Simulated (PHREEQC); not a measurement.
A made-up water analysis in mg/kgw, 35 °C, pH 5.64, pe 8: Na 1.5; K 0.71; Ca 0.424; Mg 0.0629; Cl 0.763; S(6) as SO4 2.78; Alkalinity as HCO3 1.82; Sr 0.0163; Pb 0.0338; O(0) (dissolved oxygen) 0.00295; N(5) as NO3 0.105; Si as SiO2 0.0196.

Valence states are taken as typed.

Model: ion-association model, phreeqc.dat, run in PHREEQC.

Each row changes one thing in this solution. No solid was allowed to form.

```tsv
case	CO2 (mol/kgw)	HCO3- (mol/kgw)	Pb+2 (mol/kgw)	CaSO4 (mol/kgw)	MgSO4 (mol/kgw)	NaSO4- (mol/kgw)	SI of Quartz (SiO2)	SI of Cerussite (PbCO3)
as made	0.000148	3.21e-5	1.54e-7	5.16e-8	1.98e-8	9.46e-9	-2.65	-2.94
pH from 5.64 to 6.64 at the same alkalinity	1.38e-5	2.99e-5	1.32e-7	5.17e-8	1.98e-8	9.46e-9	-2.65	-2.03
all concentrations times 2 at the same typed pH	0.000284	6.19e-5	2.95e-7	1.96e-7	7.51e-8	3.69e-8	-2.35	-2.38
Si from 0.0196 to 0.0588 mg/kgw	0.000148	3.21e-5	1.54e-7	5.16e-8	1.98e-8	9.46e-9	-2.17	-2.94
pH from 5.64 to 5.5 at the same alkalinity	0.000210	3.30e-5	1.55e-7	5.16e-8	1.98e-8	9.45e-9	-2.65	-3.06
```
